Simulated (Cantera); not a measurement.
Charge: 1 mol SO2, 0.017 mol O2, at 1675 K and 7.60 mbar.

These are equilibrium values from Cantera (NASA tables, ideal gas, pure condensed phases), not measurements of a reactor. Candidate condensed phases: S; 10 gas species. Equilibrium is a limit: real reactors are often held back by kinetics, nucleation or transport.

Base state: SO2 0.983, O2 0.0168, SO 0.000383, SO3 0.000187, O 5.08e-5 (mole fractions); condensed: gas only.

Question: What changes in the equilibrium state with this change: SO2 replaced by HI?

Answer: 
```
species  before     after
-------  ------  --------
I             0     0.633
H2            0     0.294
HI            0    0.0487
SO2       0.983         0
H2O           0    0.0232
O2       0.0168     <1e-9
H             0  0.000722
I2            0  0.000547
```
Further candidate phases: H2O, I2.
